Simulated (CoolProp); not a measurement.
A simple Rankine cycle with dimethyl carbonate: condensing at 316.15 K, boiler at 0.96 MPa, turbine inlet 456.7 K, turbine efficiency 0.75, pump efficiency 0.6, no recuperator. Each further row changes one setting.

Computed with CoolProp (reference Helmholtz-energy equation of state, Zhou 2011).

| case | thermal efficiency (%) | net work (kJ/kg) | heat in (kJ/kg) | turbine exit temperature (K) | volume ratio over the turbine |
|---|---|---|---|---|---|
| as stated | 17.9 | 104 | 584 | 371.6 | 53.0 |
| turbine inlet 476.7 K | 17.9 | 111 | 618 | (withheld) | 52.2 |
| condensing temperature 308.15 K | 18.9 | 113 | 599 | 365.1 | (withheld) |
| boiler pressure 0.672 MPa | (withheld) | (withheld) | 591 | 381.2 | 36.0 |
| turbine efficiency 0.65 | 15.5 | (withheld) | 584 | 381.8 | 54.5 |

Complete the blanks.


- turbine inlet 476.7 K, turbine exit temperature (K): 391.8
- condensing temperature 308.15 K, volume ratio over the turbine: 75.3
- boiler pressure 0.672 MPa, thermal efficiency (%): 16.6
- boiler pressure 0.672 MPa, net work (kJ/kg): 98.4
- turbine efficiency 0.65, net work (kJ/kg): 90.3
